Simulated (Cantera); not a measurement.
A perfectly stirred reactor is fed with 7.99 % CH3OH, 16.6 % O2, 62.6 % N2, 12.8 % H2O, equivalence ratio 0.72, at 1.01 bar; it is adiabatic with a 573 K inlet, and is followed from long to short residence time, starting on the burning branch (τ in s: 0.14, 0.067, 0.032, 0.015, 0.0071, 0.0034, 0.0016, 0.00076, 0.00036, 0.00017, 8.1e-05, 3.9e-05, 1.8e-05).

Cantera simulation using GRI-Mech 3.0 (53 species, 325 reactions); the numbers are that mechanism's predictions, not measurements. GRI-Mech 3.0 was tuned for natural gas; its chemistry of methanol as a main component is partial and can be far from experiment.

x: mole fraction; the columns are a selection and need not sum to one.

| τ (s) | T (K) | x CH3OH | x O2 | x H2O | x H2O2 | x CH2 | x C2H2 | x O |
|---|---|---|---|---|---|---|---|---|
| 0.14 | 1910 | 1.70e-6 | 0.0444 | 0.275 | 1.15e-7 | 2.62e-9 | 1.12e-12 | … |
| 0.067 | 1906 | 2.96e-6 | 0.0445 | 0.275 | 1.41e-7 | 4.32e-9 | 1.82e-12 | … |
| 0.032 | 1899 | 4.99e-6 | 0.0447 | 0.274 | 1.81e-7 | 6.95e-9 | 2.64e-12 | … |
| 0.015 | 1888 | 8.34e-6 | 0.0450 | 0.273 | 2.40e-7 | 1.17e-8 | 4.13e-12 | … |
| 0.0071 | 1871 | 1.37e-5 | 0.0455 | 0.271 | 3.20e-7 | 2.21e-8 | 8.28e-12 | … |
| 0.0034 | 1849 | 2.22e-5 | 0.0463 | 0.270 | 4.25e-7 | 4.74e-8 | 2.26e-11 | … |
| 0.0016 | 1817 | 3.73e-5 | 0.0476 | 0.267 | 5.69e-7 | 1.14e-7 | 8.16e-11 | … |
| 0.00076 | 1777 | 6.47e-5 | 0.0495 | 0.264 | 7.64e-7 | 2.76e-7 | 3.31e-10 | … |
| 0.00036 | 1725 | 0.000123 | 0.0525 | 0.261 | 1.04e-6 | 6.41e-7 | 1.45e-9 | 0.00226 |
| 0.00017 | 1650 | 0.000292 | 0.0581 | 0.258 | 1.51e-6 | 1.38e-6 | 7.38e-9 | 0.00219 |
| 8.1e-5 | 573 | 0.0799 | 0.166 | 0.128 | <1e-12 | <1e-12 | <1e-12 | <1e-12 |
| 3.9e-5 | 573 | 0.0799 | 0.166 | 0.128 | <1e-12 | <1e-12 | <1e-12 | <1e-12 |
| 1.8e-5 | 573 | 0.0799 | 0.166 | 0.128 | <1e-12 | <1e-12 | <1e-12 | <1e-12 |

Complete the blanks.


- 0.14, x O: 0.000135
- 0.067, x O: 0.000188
- 0.032, x O: 0.000277
- 0.015, x O: 0.000423
- 0.0071, x O: 0.000644
- 0.0034, x O: 0.000955
- 0.0016, x O: 0.00138
- 0.00076, x O: 0.00185
